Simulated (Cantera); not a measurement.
Input: 1 mol CH2F2, 1.1 mol CH4, 12 mol H2, equilibrated at 852 °C and 10000 Pa.

These are equilibrium values from Cantera (NASA tables, ideal gas, pure condensed phases), not measurements of a reactor. Candidate condensed phases: C, C6H6, C7H8, C8H18; 95 gas species. Rates play no part.

Base state: H2 0.874, HF 0.124, CH4 0.00220 (mole fractions); condensed: C(graphite).

Problem. What changes in the equilibrium state with this change: CH2F2 replaced by CH3F?

Solution. 
```tsv
species	before	after
H2	0.874	0.936
HF	0.124	0.0619
CH4	0.00220	0.00253
C(graphite), mol	2.06	2.06
```

Problem. What changes in the equilibrium state with this change: temperature from 852 °C to 3050 °C?

Solution. 
| species | before | after |
|---|---|---|
| H | 1.31e-7 | 0.622 |
| H2 | 0.874 | 0.258 |
| HF | 0.124 | 0.0798 |
| C3 | <1e-9 | 0.0121 |
| C2H2 (acetylene) | 2.01e-8 | 0.0117 |
| C2H | <1e-9 | 0.00733 |
| C | <1e-9 | 0.00454 |
| C2 | <1e-9 | 0.00234 |
| F | <1e-9 | 0.00202 |
| C(graphite), mol | 2.06 | 0 |
